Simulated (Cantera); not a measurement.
A closed system holds: 1 mol FeS, 0.33 mol SO₂, 0.049 mol O₂, equilibrated at 750 °C and 1.10 bar.

Method: chemical equilibrium by Gibbs-energy minimisation in Cantera with the NASA 1993 tables (ideal gas, pure condensed phases). Candidate condensed phases: Fe, FeO, FeS, FeSO₄, FeS₂, Fe₂O₃, Fe₂(SO₄)₃, Fe₃O₄, S; 12 gas species. Mutual solubility and eutectic melting of coexisting phases are not modelled. FeS: taken at fixed stoichiometry. Gases not in the tables: S₃ to S₇. Rates play no part.

Base state: SO₂ 0.970, S₂ 0.0261, S₂O 0.00378, SO 3.55e-5 (mole fractions); condensed: FeS(s) + Fe₃O₄(s).

Task: What changes in the equilibrium state with this change: FeS replaced by MgO?

Result: 
```json
[
 {"species": "SO₂", "before": "0.970", "after": "1.000"},
 {"species": "SO", "before": "3.55e-5", "after": "6.14e-7"},
 {"species": "S₂O", "before": "0.00378", "after": "1.90e-8"},
 {"species": "S₂", "before": "0.0261", "after": "2.20e-9"},
 {"species": "FeS(s), mol", "before": "0.958", "after": "0"},
 {"species": "Fe₃O₄(s), mol", "before": "0.0140", "after": "0"},
 {"species": "MgO(s), mol", "before": "0", "after": "0.902"},
 {"species": "MgSO₄(s), mol", "before": "0", "after": "0.0980"}
]
```
Further candidate phases: Mg, MgO, MgS, MgSO₄.
